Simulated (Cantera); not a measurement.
Charge: 1 mol Si, 1.5 mol HCl, 4.5 mol H2, equilibrated at 875 K and 9750 Torr.

Equilibrium computed with Cantera from the NASA thermochemical tables; the gas is ideal and each condensed phase is pure. Candidate condensed phases: Si; 19 gas species. The tables' values for SiCl3 are old estimates; treat these amounts as uncertain. Equilibrium is a limit: real reactors are often held back by kinetics, nucleation or transport.

Base state: H2 0.917, SiHCl3 0.0452, SiCl4 0.0302, SiH2Cl2 0.00618, HCl 0.00134, SiH3Cl 0.000203, SiCl3 3.62e-5 (mole fractions); condensed: Si(s).

### Question
What changes in the equilibrium state with this change: temperature from 875 K to 1648.15 K?

### Answer
```
species       before     after
----------  --------  --------
H2             0.917     0.849
HCl          0.00134    0.0849
SiCl2        2.50e-6    0.0302
SiHCl3        0.0452    0.0135
SiCl3        3.62e-5    0.0105
SiCl4         0.0302   0.00809
H              <1e-9   2.28e-5
SiH4         3.02e-6   1.14e-5
SiH3Cl      0.000203  0.000330
SiH2Cl2      0.00618   0.00385
Si(s), mol     0.546     0.613
```
Gases not in the tables: Si2H6 and higher silanes.

### Question
What changes in the equilibrium state with this change: HCl from 1.5 to 0.65 mol?

### Answer
```
species      before    after
----------  -------  -------
H2            0.917    0.958
SiHCl3       0.0452   0.0239
SiCl4        0.0302   0.0125
SiCl3       3.62e-5  1.87e-5
SiH2Cl2     0.00618  0.00416
Si(s), mol    0.546    0.798
```
